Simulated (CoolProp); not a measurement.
Vapour-liquid equilibrium of propane (1) + isohexane (2) at 255.8 K; x and y are mole fractions of (1).

Model: multi-fluid Helmholtz-energy mixture model, Lemmon 2009 and Lemmon 2006; pair parameters Bell 2016, in CoolProp.

```tsv
x	bubble pressure, mixture model (kPa)	bubble pressure, Raoult's law (kPa)	y, mixture model	y, Raoult's law
0.05	17.45	16.71	0.810	0.804
0.125	38.17	36.60	0.919	0.918
0.2	58.54	56.50	0.951	0.951
0.275	78.60	76.39	0.966	0.967
0.35	98.37	96.29	0.975	0.977
0.425	117.9	116.2	0.981	0.983
0.5	137.2	136.1	0.986	0.987
0.575	156.4	156.0	0.989	0.991
0.65	175.6	175.9	0.992	0.993
0.725	194.8	195.8	0.994	0.995
0.8	214.3	215.7	0.996	0.997
0.875	234.1	235.5	0.997	0.998
0.95	254.6	255.4	0.999	0.999
```

The largest gap from Raoult's law is +4.4 % in bubble pressure, at x = 0.05. No azeotrope shows between x = 0.05 and 0.95.

Pair parameters are fitted to limited data, so mixtures are less certain than the pure fluids. The gap from Raoult's law changes sign with composition, which may be real or a fault of the pair parameters; it wasn't checked against measurements.
